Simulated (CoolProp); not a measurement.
Decamethyltetrasiloxane (MD2M) along the isobar 40 bar: Z from the reference equation and from simpler models built on Tc = 599.4 K, pc = 11.44 bar, ω = 0.635; each cubic takes its own stable root.

Model: reference Helmholtz-energy equation of state, Thol 2017, in CoolProp.

| T (K) | phase | reference |
|---|---|---|
| 450.6 | liquid | 0.4704 |
| 462.1 | liquid | 0.4667 |
| 473.6 | liquid | 0.4636 |
| 485.1 | liquid | 0.4611 |
| 496.6 | liquid | 0.4592 |
| 508.1 | liquid | 0.4580 |
| 519.6 | liquid | 0.4574 |
| 531.1 | liquid | 0.4575 |
| 542.6 | liquid | 0.4583 |
| 554 | liquid | 0.4599 |
| 565.5 | liquid | 0.4624 |
| 577 | liquid | 0.4657 |
| 588.5 | liquid | 0.4702 |
| 600 | supercritical | 0.4758 |

**Question.** How far does each simpler model (van der Waals, Redlich-Kwong, Soave-Redlich-Kwong, Peng-Robinson) lie from the reference over these 14 states: mean and median of the absolute difference, and the worst?

**Answer.** 
- van der Waals: mean 53.0 %, median 53.8 %, worst +62.5 % at 450.6 K and 40 bar
- Redlich-Kwong: mean 14.9 %, median 15.1 %, worst +16.8 % at 450.6 K and 40 bar
- Soave-Redlich-Kwong: mean 10.0 %, median 9.6 %, worst +11.9 % at 600 K and 40 bar
- Peng-Robinson: mean 2.1 %, median 2.5 %, worst -2.9 % at 496.6 K and 40 bar
